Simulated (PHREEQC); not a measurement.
A solution holds 11 mmol/kgw HF, 66 mmol/kgw (NH4)2SiF6, 2 mmol/kgw H3PO4 and 1.1 mmol/kgw HCl, at 20 °C. Closed to the air; pH follows from the charge balance.

Computed with PHREEQC (ion-association model, phreeqc.dat).

Precipitation was switched off in this run.

Problem. Predict the pH, density.

Solution. pH 2.40; density 1.005 g/cm³.

Problem. In which forms is F present?

Solution. SiF6-2 97 %, HF 2.1 %, F- 0.6 % of the F.

SiF6-2 is the database's only silicon fluoride.
